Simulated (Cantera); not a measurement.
Charge: 1 mol Si, a varied amount of Cl₂, 0.32 mol H₂, held at 623.15 K and 0.710 bar.

Method: chemical equilibrium by Gibbs-energy minimisation in Cantera with the NASA 1993 tables (ideal gas, pure condensed phases). Candidate condensed phases: Si; 19 gas species. Rates play no part.

Question: Which condensed phases are stable at each of these points (n(Cl₂) (mol)): 0.5, 0.69, 0.88, 1.1, 1.3, 1.4, 1.6, 1.8, 2, 2.2, 2.4, 2.6?

Answer: 
| n(Cl₂) (mol) | condensed phases | Si condensed (%) |
|---|---|---|
| 0.5 | Si(s) | 73.3 |
| 0.69 | Si(s) | 63.4 |
| 0.88 | Si(s) | 53.6 |
| 1.1 | Si(s) | 42.2 |
| 1.3 | Si(s) | 32.0 |
| 1.4 | Si(s) | 26.8 |
| 1.6 | Si(s) | 16.6 |
| 1.8 | Si(s) | 6.4 |
| 2 | gas only | 0.0 |
| 2.2 | gas only | 0.0 |
| 2.4 | gas only | 0.0 |
| 2.6 | gas only | 0.0 |

From 0.5 mol Cl₂ to 1.8 mol Cl₂ the condensed part is Si(s). From 2 mol Cl₂ to 2.6 mol Cl₂ nothing is condensed.
